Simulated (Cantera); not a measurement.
An isothermal, constant-pressure homogeneous reactor starts with H₂ : O₂ : N₂ = 1.9 : 1 : 1 (molar parts), equivalence ratio 0.95, at 1075 K and 368 Torr.

Cantera simulation using the H2/O2 subset of GRI-Mech 3.0, which has no nitrogen chemistry; the numbers are that mechanism's predictions, not measurements. The temperature is held fixed by assumption; the heat of reaction is taken as removed at once.

x: mole fraction; the columns are a selection and need not sum to one.

| t (s) | x H₂ | x O₂ | x H | x HO₂ | x O | x H₂O | x H₂O₂ |
|---|---|---|---|---|---|---|---|
| 0.000100 | 0.472 | 0.250 | 0.00721 | 8.64e-5 | 0.000846 | 0.0121 | 1.31e-6 |
| 0.000359 | … | … | … | … | … | 0.614 | … |
| 0.00129 | 0.00787 | 0.0208 | 7.34e-5 | 3.60e-5 | 1.93e-5 | 0.634 | 4.39e-6 |
| 0.00464 | 0.00536 | 0.0196 | 5.14e-6 | 2.80e-5 | 1.46e-6 | 0.637 | 6.71e-6 |
| 0.0167 | 0.00381 | 0.0188 | 2.42e-6 | 2.29e-5 | 7.20e-7 | 0.639 | 4.92e-6 |
| 0.0599 | 0.00180 | 0.0178 | 7.24e-7 | 1.48e-5 | 2.36e-7 | 0.642 | 2.20e-6 |
| 0.215 | 0.000498 | 0.0172 | 1.01e-7 | 5.98e-6 | 3.58e-8 | 0.643 | 3.88e-7 |
| 0.774 | … | 0.0170 | … | … | … | 0.644 | … |
| 2.78 | 2.90e-6 | 0.0170 | 2.23e-10 | 5.79e-8 | 1.38e-10 | 0.644 | 4.75e-10 |
| 10.0 | 5.65e-9 | 0.0169 | 1.41e-12 | 9.88e-10 | 1.75e-10 | 0.644 | 2.90e-10 |

### Question
What belongs in the gaps?

### Answer

- 0.000359, x H₂: 0.0215
- 0.000359, x O₂: 0.0275
- 0.000359, x H: 0.00139
- 0.000359, x HO₂: 5.28e-5
- 0.000359, x O: 0.000252
- 0.000359, x H₂O₂: 6.68e-6
- 0.774, x H₂: 7.88e-5
- 0.774, x H: 7.95e-9
- 0.774, x HO₂: 1.28e-6
- 0.774, x O: 2.99e-9
- 0.774, x H₂O₂: 2.42e-8
